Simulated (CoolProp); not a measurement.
Values from CoolProp's reference Helmholtz-energy equation of state, Zhou 2014.

Q: For cyclohexane, give the phase and the density (kg/m³), cv (kJ/(kg K)), isothermal compressibility (1/MPa), viscosity (µPa s) at 466.5 K and 217 bar; 502.4 K and 217 bar; 556.2 K and 217 bar.

A: 
- 466.5 K and 217 bar: liquid; density 646, cv 2.13, isothermal compressibility 0.00301, viscosity 204
- 502.4 K and 217 bar: liquid; density 613, cv 2.29, isothermal compressibility 0.00403, viscosity 164
- 556.2 K and 217 bar: supercritical; density 560, cv 2.51, isothermal compressibility 0.00641, viscosity 122

Viscosity comes from a separate model (Tariq 2014).
